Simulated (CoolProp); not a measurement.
Computed with CoolProp (reference Helmholtz-energy equation of state, Thol 2019).

For tetradecamethylhexasiloxane (MD4M), give the phase and the density (kg/m³), cp (kJ/(kg K)), isothermal compressibility (1/MPa), expansivity (1/kK) at 438.2 K and 48.4 bar; 476.3 K and 48.4 bar; 489 K and 48.4 bar.


- 438.2 K and 48.4 bar: liquid; density 763, cp 2.00, isothermal compressibility 0.00374, expansivity 1.23
- 476.3 K and 48.4 bar: liquid; density 727, cp 2.07, isothermal compressibility 0.00508, expansivity 1.32
- 489 K and 48.4 bar: liquid; density 715, cp 2.09, isothermal compressibility 0.00565, expansivity 1.35
